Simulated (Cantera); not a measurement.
## SiH₂Cl₂ + NO (silicon oxide and oxynitride deposition)

Input: 1 mol SiH₂Cl₂, a varied amount of NO, at 925 K and 10.0 mbar.

Equilibrium computed with Cantera from the NASA thermochemical tables; the gas is ideal and each condensed phase is pure. Candidate condensed phases: H₂O, NH₄Cl, Si, SiO₂, Si₂N₂O, Si₃N₄; 47 gas species. The tables' values for SiCl₃ are old estimates; treat these amounts as uncertain. Rates play no part.

```tsv
n(NO) (mol)	x HCl	x N₂	x H₂	x O₂	x SiCl₄	x H₂O	x Cl₂	x Cl	n SiO₂(β-quartz)	n Si₂N₂O(s)
0.61	0.596	6.86e-6	0.269	<1e-12	0.135	1.09e-7	6.20e-12	2.88e-9	0.153	0.305
0.87	0.859	0.0490	0.0611	<1e-12	0.0305	4.77e-7	5.69e-11	8.73e-9	0.267	0.335
1.3	0.756	0.186	0.0383	<1e-12	0.0191	4.67e-7	7.03e-11	9.70e-9	0.549	0.203
1.8	0.653	0.305	0.0282	<1e-12	0.0141	4.05e-7	7.11e-11	9.76e-9	0.880	0.0402
2.6	0.460	0.371	1.80e-11	0.0579	<1e-12	0.0554	0.0553	0.000272	1.00	0
3.7	0.333	0.404	1.01e-11	0.160	<1e-12	0.0517	0.0516	0.000263	1.00	0
5.3	0.241	0.429	6.56e-12	0.246	<1e-12	0.0417	0.0415	0.000236	1.00	0
```
x: gas mole fraction; n: condensed amount in mol.

From 0.61 mol NO to 1.8 mol NO the condensed part is SiO₂(β-quartz) + Si₂N₂O(s). From 2.6 mol NO to 5.3 mol NO the condensed part is SiO₂(β-quartz).
